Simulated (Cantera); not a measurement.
## Transport properties of process gases

Gas mixture: H2 : CH4 = 0.68 : 0.69 (molar parts), at 500000 Pa, frozen composition.

Cantera's kinetic-theory transport with the Lennard-Jones parameters of GRI-Mech 3.0, ideal gas; thermal conductivity in the mixture-averaged form. The composition is frozen, though it would react at the higher temperatures.

```csv
T (K),ρ (kg/m³),cp (J/kg/K),μ (µPa s),λ (mW/m/K),Pr,D (cm²/s) H2,D (cm²/s) NO,D (cm²/s) N2
400,1.37,3848,14.4,111,0.500,0.245,0.115,0.116
550,0.993,4352,18.2,151,0.524,0.419,0.199,0.201
700,0.780,4857,21.5,192,0.544,0.627,0.300,0.303
850,0.642,5315,24.5,233,0.560,0.867,0.415,0.420
1000,0.546,5732,27.3,273,0.572,1.14,0.545,0.551
1150,0.475,6098,29.9,314,0.581,1.43,0.688,0.695
```
D: mixture-averaged diffusion coefficient of that species in the mixture.
